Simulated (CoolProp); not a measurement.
Vapour-liquid equilibrium of ethane (1) + C3F8 (R218) (2) at 248.4 K; x and y are mole fractions of (1).

Computed with CoolProp (multi-fluid Helmholtz-energy mixture model, Bücker 2006 and Lemmon 2006; pair parameters Bell 2016).

| x | bubble pressure, mixture model (kPa) | bubble pressure, Raoult's law (kPa) | y, mixture model | y, Raoult's law |
|---|---|---|---|---|
| 0.05 | 270.6 | 223.1 | 0.381 | 0.279 |
| 0.125 | 419.9 | 303.5 | 0.613 | 0.512 |
| 0.2 | 555.5 | 384.0 | 0.718 | 0.647 |
| 0.275 | 671.1 | 464.5 | 0.775 | 0.736 |
| 0.35 | 765.8 | 545.0 | 0.810 | 0.798 |
| 0.425 | 842.2 | 625.5 | 0.835 | 0.844 |
| 0.5 | 904.6 | 705.9 | 0.854 | 0.880 |
| 0.575 | 957.9 | 786.4 | 0.870 | 0.908 |
| 0.65 | 1007 | 866.9 | 0.885 | 0.932 |
| 0.725 | 1054 | 947.4 | 0.901 | 0.951 |
| 0.8 | 1103 | 1028 | 0.920 | 0.967 |
| 0.875 | 1154 | 1108 | 0.944 | 0.981 |
| 0.95 | 1207 | 1189 | 0.974 | 0.993 |

The largest gap from Raoult's law is +44.7 % in bubble pressure, at x = 0.2. No azeotrope shows between x = 0.05 and 0.95.

The pair parameters rest on a limited set of measurements; away from them the model extrapolates.
